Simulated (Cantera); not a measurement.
**Stirred combustor or abatement burner**

A perfectly stirred reactor is fed with 5.86 % CH4, 2.64 % H2, 11.8 % O2, 79.7 % N2, at 1800000 Pa; it is adiabatic with a 598 K inlet, and is followed from long to short residence time, starting on the burning branch (τ in s: 0.032, 0.017, 0.009, 0.0048, 0.0026, 0.0014, 0.00074, 0.00039, 0.00021, 0.00011, 6e-05).

Model: GRI-Mech 3.0 (53 species, 325 reactions), integrated in Cantera. The pressure lies above the range GRI-Mech 3.0 was tuned for (to about 10 atm).

```json
[
 {"τ (s)": "0.032", "T (K)": "1901", "x CH4": "0.000380", "x H2": "0.00929", "x O2": "0.000364", "x HO2": "1.65e-7", "x N2O": "1.10e-8"},
 {"τ (s)": "0.017", "T (K)": "1898", "x CH4": "0.000494", "x H2": "0.00910", "x O2": "0.000594", "x HO2": "3.09e-7", "x N2O": "1.67e-8"},
 {"τ (s)": "0.0090", "T (K)": "1894", "x CH4": "0.000609", "x H2": "0.00895", "x O2": "0.000938", "x HO2": "5.82e-7", "x N2O": "2.60e-8"},
 {"τ (s)": "0.0048", "T (K)": "1888", "x CH4": "0.000729", "x H2": "0.00887", "x O2": "0.00144", "x HO2": "1.10e-6", "x N2O": "4.01e-8"},
 {"τ (s)": "0.0026", "T (K)": "1879", "x CH4": "0.000872", "x H2": "0.00886", "x O2": "0.00216", "x HO2": "2.06e-6", "x N2O": "6.06e-8"},
 {"τ (s)": "0.0014", "T (K)": "1864", "x CH4": "0.00108", "x H2": "0.00894", "x O2": "0.00330", "x HO2": "3.96e-6", "x N2O": "9.11e-8"},
 {"τ (s)": "0.00074", "T (K)": "1839", "x CH4": "0.00147", "x H2": "0.00917", "x O2": "0.00534", "x HO2": "8.15e-6", "x N2O": "1.40e-7"},
 {"τ (s)": "0.00039", "T (K)": "1781", "x CH4": "0.00244", "x H2": "0.00985", "x O2": "0.00998", "x HO2": "1.98e-5", "x N2O": "2.32e-7"},
 {"τ (s)": "0.00021", "T (K)": "598", "x CH4": "0.0586", "x H2": "0.0264", "x O2": "0.118", "x HO2": "<1e-12", "x N2O": "<1e-12"},
 {"τ (s)": "0.00011", "T (K)": "598", "x CH4": "0.0586", "x H2": "0.0264", "x O2": "0.118", "x HO2": "<1e-12", "x N2O": "<1e-12"},
 {"τ (s)": "6.0e-5", "T (K)": "598", "x CH4": "0.0586", "x H2": "0.0264", "x O2": "0.118", "x HO2": "<1e-12", "x N2O": "<1e-12"}
]
```
x: mole fraction; the columns are a selection and need not sum to one.
